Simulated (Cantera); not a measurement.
## Hydrocarbon pyrolysis for carbon deposition

An isothermal, constant-pressure homogeneous reactor starts with C2H6 : N2 = 1 : 9.1 (molar parts), at 1500 K and 195 Torr.

Detailed kinetics in Cantera: GRI-Mech 3.0 (53 species, 325 reactions). GRI-Mech 3.0 stops at C3 and has no aromatics, soot or wall deposition, so with more carbon than oxygen in the feed, carbon stays in small species such as C2H2 where larger ones or solid carbon would form.

| t (s) | x C2H6 | x C2H4 | x CH3 | x CH2 | x H | x HCN |
|---|---|---|---|---|---|---|
| 1.00e-5 | 0.0986 | 2.85e-5 | 0.000621 | 5.67e-8 | 3.86e-6 | <1e-12 |
| 7.50e-5 | 0.0900 | 0.00533 | 0.00267 | 1.91e-6 | 6.46e-5 | 2.01e-8 |
| 0.000562 | 0.0283 | 0.0461 | 0.00191 | 1.65e-6 | 0.000105 | 1.08e-7 |
| 0.00422 | 0.000199 | 0.0304 | 0.000157 | 3.40e-8 | 2.82e-5 | 1.38e-7 |
| 0.0316 | 8.19e-6 | 0.0101 | 3.94e-5 | 2.26e-9 | 8.38e-6 | 1.36e-7 |
| 0.237 | 6.84e-6 | 0.000747 | 3.88e-5 | 2.27e-9 | 9.25e-6 | 1.35e-7 |
| 1.78 | 4.30e-6 | 0.000779 | 3.11e-5 | 1.89e-9 | 1.02e-5 | 1.38e-7 |
| 13.3 | 7.30e-7 | 0.000899 | 1.22e-5 | 8.44e-10 | 1.29e-5 | 1.57e-7 |
| 100 | 3.34e-7 | 0.000935 | 6.97e-6 | 5.04e-10 | 1.39e-5 | 2.32e-7 |
x: mole fraction; the columns are a selection and need not sum to one.

Equilibrium at this temperature and pressure: C2H6 1.69e-7, C2H4 0.000467, CH3 4.96e-6, CH2 3.56e-10, H 1.40e-5, HCN 0.0830 (gas phase only).
